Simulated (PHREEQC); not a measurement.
## Brine: speciation

A solution holds 0.22 mol NaBr, 0.0011 mol FeCl2 and 0.00024 mol MgCl2 per kg of water, at 25 °C. Closed to the air; pH follows from the charge balance.

Equilibrium calculation in PHREEQC: ion-association model, phreeqc.dat.

```
Property                     Result
--------------------  -------------
pH                             6.44
ionic strength        0.224 mol/kgw
activity of water             0.992
specific conductance    21800 µS/cm
density                 1.014 g/cm³
```

```json
[
 {"species": "Br-", "molality": "0.220", "activity": "0.151", "log γ": "-0.165"},
 {"species": "Na+", "molality": "0.220", "activity": "0.163", "log γ": "-0.129"},
 {"species": "Cl-", "molality": "0.00268", "activity": "0.00189", "log γ": "-0.151"},
 {"species": "Fe+2", "molality": "0.00110", "activity": "0.000348", "log γ": "-0.500"},
 {"species": "Mg+2", "molality": "0.000240", "activity": "8.03e-5", "log γ": "-0.476"},
 {"species": "FeCl+", "molality": "1.22e-6", "activity": "9.09e-7", "log γ": "-0.130"},
 {"species": "H+", "molality": "4.55e-7", "activity": "3.61e-7", "log γ": "-0.101"},
 {"species": "FeOH+", "molality": "4.14e-7", "activity": "3.03e-7", "log γ": "-0.136"},
 {"species": "OH-", "molality": "3.99e-8", "activity": "2.79e-8", "log γ": "-0.156"},
 {"species": "MgOH+", "molality": "1.06e-9", "activity": "8.02e-10", "log γ": "-0.120"}
]
```

No solid was allowed to form.
